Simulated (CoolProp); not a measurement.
Acetone along the isobar 21600 kPa: density (kg/m³) from the reference equation and from simpler models built on Tc = 235.0 °C, pc = 4692 kPa, ω = 0.307; each cubic takes its own stable root.

Model: reference Helmholtz-energy equation of state, Lemmon 2006, in CoolProp. It is a short technical equation, of lower accuracy than the large ones.

```
T (°C)          phase  reference  van der Waals  Redlich-Kwong  Soave-Redlich-Kwong  Peng-Robinson
------  -------------  ---------  -------------  -------------  -------------------  -------------
12.65          liquid      816.2          433.6          624.1                638.5          716.5
34.65          liquid      794.6          426.4          609.6                625.0          701.8
56.65          liquid      772.7          419.0          594.4                610.4          685.8
78.65          liquid      750.4          411.4          578.6                594.8          668.4
100.75         liquid      727.5          403.6          562.1                578.0          649.6
122.75         liquid      704.0          395.6          545.0                560.1          629.4
144.75         liquid      679.8          387.5          527.3                540.9          607.5
166.75         liquid      654.6          379.1          509.0                520.5          584.0
188.75         liquid      628.5          370.6          490.1                498.7          558.6
210.75         liquid      601.2          361.9          470.7                475.6          531.5
232.85         liquid      572.6          352.9          450.7                451.2          502.6
254.85  supercritical      542.9          343.7          430.4                425.8          472.4
276.85  supercritical      512.0          334.4          409.9                399.7          441.3
```
